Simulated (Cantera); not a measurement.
A perfectly stirred reactor is fed with CH4 : CO2 = 1 : 0.38 (molar parts), at 17.8 atm; it is held at 1523 K, and followed from long to short residence time.

Model: GRI-Mech 3.0 (53 species, 325 reactions), integrated in Cantera. GRI-Mech 3.0 stops at C3 and has no aromatics, soot or wall deposition, so with more carbon than oxygen in the feed, carbon stays in small species such as C2H2 where larger ones or solid carbon would form. The pressure lies above the range GRI-Mech 3.0 was tuned for (to about 10 atm).

Predict: x(CH4) at τ = 1.00 s; x(CO2) at τ = 1.00 s; x(CH2O) at τ = 1.00 s; x(CH2) at τ = 1.00 s; x(OH) at τ = 1.00 s; x(CH4) at τ = 72.0 ms; x(CO2) at τ = 72.0 ms; x(CH2O) at τ = 72.0 ms; x(OH) at τ = 72.0 ms.


```
Quantity                 Result
----------------------  -------
x(CH4) at τ = 1.00 s      0.306
x(CO2) at τ = 1.00 s     0.0530
x(CH2O) at τ = 1.00 s   1.09e-6
x(CH2) at τ = 1.00 s    1.04e-9
x(OH) at τ = 1.00 s     4.11e-8
x(CH4) at τ = 72.0 ms     0.412
x(CO2) at τ = 72.0 ms     0.155
x(CH2O) at τ = 72.0 ms  9.68e-7
x(OH) at τ = 72.0 ms    2.43e-8
```
